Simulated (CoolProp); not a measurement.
p-xylene along the isobar 1.01 bar: fugacity coefficient from the reference equation and from simpler models built on Tc = 343.0 °C, pc = 35.32 bar, ω = 0.324; each cubic takes its own stable root.

Computed with CoolProp (reference Helmholtz-energy equation of state, Zhou 2012).

| T (°C) | phase | reference |
|---|---|---|
| 131.75 | liquid | 0.8058 |
| 151.35 | gas | 0.9603 |
| 170.85 | gas | 0.9666 |
| 190.45 | gas | 0.9716 |
| 209.95 | gas | 0.9755 |
| 229.55 | gas | 0.9788 |
| 249.05 | gas | 0.9814 |
| 268.65 | gas | 0.9836 |
| 288.15 | gas | 0.9854 |
| 307.75 | gas | 0.9869 |
| 327.25 | gas | 0.9883 |
| 346.85 | gas | 0.9894 |

**Question.** How far does each simpler model (van der Waals, Redlich-Kwong, Soave-Redlich-Kwong, Peng-Robinson) lie from the reference over these 12 states: mean and median of the absolute difference, and the worst?

**Answer.** 
- van der Waals: mean 2.5 %, median 0.7 %, worst +21.3 % at 131.75 °C and 1.01 bar
- Redlich-Kwong: mean 2.1 %, median 0.4 %, worst +20.2 % at 131.75 °C and 1.01 bar
- Soave-Redlich-Kwong: mean 0.3 %, median 0.2 %, worst +0.9 % at 151.35 °C and 1.01 bar
- Peng-Robinson: mean 0.2 %, median 0.1 %, worst +0.7 % at 151.35 °C and 1.01 bar

At some of these states van der Waals, Redlich-Kwong gives the other phase, because its saturation line lies elsewhere.
